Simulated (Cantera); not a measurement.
Charge: 1 mol n-butane, 0.12 mol NH3, 3.9 mol H2, 1.2 mol CO2, at 2273 K and 8600 Pa.

Method: chemical equilibrium by Gibbs-energy minimisation in Cantera with the NASA 1993 tables (ideal gas, pure condensed phases). Candidate condensed phases: C, C6H6, C7H8, C8H18, H2O; 136 gas species. The numbers say what is thermodynamically allowed, not how fast it happens.

Base state: H2 0.760, CO 0.205, H 0.0250, N2 0.00400, C2H2 (acetylene) 0.00287, HCN 0.00209, HNC 0.000183, CH4 1.12e-5 (mole fractions); condensed: C(graphite).

Q: What changes in the equilibrium state with this change: NH3 from 0.12 to 0.16 mol?

A: 
```tsv
species	before	after
H2	0.760	0.760
CO	0.205	0.204
H	0.0250	0.0250
N2	0.00400	0.00547
HNC	0.000183	0.000214
HCN	0.00209	0.00244
C(graphite), mol	2.71	2.70
```
